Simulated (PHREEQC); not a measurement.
Model water analysis in mmol/kgw, 20 °C, pH 2.7, pe 10.5: Na 15.7; K 6.03; Ca 2.23; Mg 1.81; Cl 0.639; S(6) 16.6; Cu(2) 0.00339.

Valence states are taken as typed.

Equilibrium calculation in PHREEQC: ion-association model, wateq4f.dat.

```json
{
  "ionic_strength": "0.0441 mol/kgw",
  "total_alkalinity": "-3.65 meq/kg",
  "charge_balance_error": "-0.7 %"
}
```

```json
[
 {"species": "Na+", "molality": "0.0152", "activity": "0.0127", "log γ": "-0.080"},
 {"species": "SO4-2", "molality": "0.0131", "activity": "0.00628", "log γ": "-0.318"},
 {"species": "K+", "molality": "0.00580", "activity": "0.00477", "log γ": "-0.085"},
 {"species": "H+", "molality": "0.00232", "activity": "0.00199", "log γ": "-0.066"},
 {"species": "Ca+2", "molality": "0.00140", "activity": "0.000689", "log γ": "-0.309"},
 {"species": "HSO4-", "molality": "0.00132", "activity": "0.00109", "log γ": "-0.081"},
 {"species": "Mg+2", "molality": "0.00110", "activity": "0.000553", "log γ": "-0.299"},
 {"species": "CaSO4", "molality": "0.000815", "activity": "0.000824", "log γ": "0.004"}
]
```

No solid was allowed to form. Complexes and solids missing from the database can't appear.
